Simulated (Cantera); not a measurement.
What does this Cantera script print?

```python
import numpy as np
import cantera as ct

gas = ct.Solution("gri30.yaml")
gas.TPX = 1023, 13332, {'CO': 0.0053, 'O2': 0.0028, 'H2O': 0.0015, 'N2': 1}
reactor = ct.IdealGasConstPressureReactor(gas, energy="off", clone=False)
net = ct.ReactorNet([reactor])
net.rtol, net.atol = 1e-08, 1e-18
show = ['CO', 'O2', 'H2O', 'CO2', 'OH']
times = np.geomspace(0.0004, 4, 9)

steps = ct.SolutionArray(gas, extra=["t"])
rows = []
print(f"{'t/s':>10s}{'T/K':>9s}{'P/Pa':>11s}" + "".join(f"{s:>11s}" for s in show))
for t in times:
    while net.time < t:
        t_next = net.step()
        steps.append(gas.state, t=t_next)
    rows.append([np.interp(t, steps.t, y) for y in (steps.T, steps.P, *steps(*show).X.T)])
    print(f"{t:10.3e}{rows[-1][0]:9.1f}{rows[-1][1]:11.4g}" + "".join(f"{x:11.3e}" for x in rows[-1][2:]))
rate = np.gradient(steps.T, steps.t)
print("integrator steps:", len(steps.t))
if steps.T.max() > steps.T[0] + 200:
    print(f"time of steepest temperature rise: {steps.t[rate.argmax()]:.4e} s")
gas.TPX = 1023, 13332, {'CO': 0.0053, 'O2': 0.0028, 'H2O': 0.0015, 'N2': 1}
gas.equilibrate("TP")
print(f"equilibrium (TP): T = {gas.T:.1f} K  " + "  ".join(f"{s} {gas[s].X[0]:.3e}" for s in show))
```

Output:

```
       t/s      T/K       P/Pa         CO         O2        H2O        CO2         OH
 4.000e-04   1023.0  1.333e+04  5.250e-03  2.773e-03  1.486e-03  1.404e-12  4.331e-15
 1.265e-03   1023.0  1.333e+04  5.250e-03  2.773e-03  1.486e-03  4.464e-12  2.757e-14
 4.000e-03   1023.0  1.333e+04  5.250e-03  2.773e-03  1.486e-03  1.452e-11  1.474e-13
 1.265e-02   1023.0  1.333e+04  5.250e-03  2.773e-03  1.486e-03  5.283e-11  8.621e-13
 4.000e-02   1023.0  1.333e+04  5.250e-03  2.773e-03  1.486e-03  3.361e-10  7.568e-12
 1.265e-01   1023.0  1.333e+04  5.250e-03  2.773e-03  1.486e-03  2.044e-08  4.698e-10
 4.000e-01   1023.0  1.333e+04  4.391e-03  2.311e-03  1.376e-03  8.595e-04  8.723e-06
 1.265e+00   1023.0  1.333e+04  2.935e-04  3.285e-04  1.399e-03  4.969e-03  7.007e-06
 4.000e+00   1023.0  1.333e+04  4.536e-05  1.766e-04  1.475e-03  5.218e-03  2.420e-06
integrator steps: 1112
equilibrium (TP): T = 1023.0 K  CO 1.557e-10  O2 1.484e-04  H2O 1.490e-03  CO2 5.263e-03  OH 5.894e-09
```

Cantera simulation using GRI-Mech 3.0 (53 species, 325 reactions); the numbers are that mechanism's predictions, not measurements.
